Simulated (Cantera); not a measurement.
Input: 1 mol SiCl4, 1.2 mol HCl, 1.3 mol H2, at 650 K and 14.0 bar.

Cantera equilibrium calculation (NASA polynomials, part measured and part estimated; ideal gas, pure solids and liquids). Candidate condensed phases: Si; 19 gas species. Kinetics and transport are ignored.

### Question
What is the equilibrium state?

### Answer
```
Item                                  Value
--------------------------------  ---------
x(H2)                                 0.371
x(HCl)                                0.343
x(SiCl4)                              0.286
x(SiHCl3)                           2.51e-5
gas amount                        3.500 mol
log10 activity of Si(s) (absent)     -15.38
```
